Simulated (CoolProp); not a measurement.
Computed with CoolProp (reference Helmholtz-energy equation of state, Lemmon 2006). It is a short technical equation, of lower accuracy than the large ones.

Question: For nitrous oxide, give the phase and the density (kg/m³), cp (kJ/(kg K)), Joule-Thomson coefficient (K/MPa), isothermal compressibility (1/MPa) at 443.5 K and 8.25 MPa.

Answer: 
- 443.5 K and 8.25 MPa: supercritical; density 111, cp 1.21, Joule-Thomson coefficient 4.03, isothermal compressibility 0.136
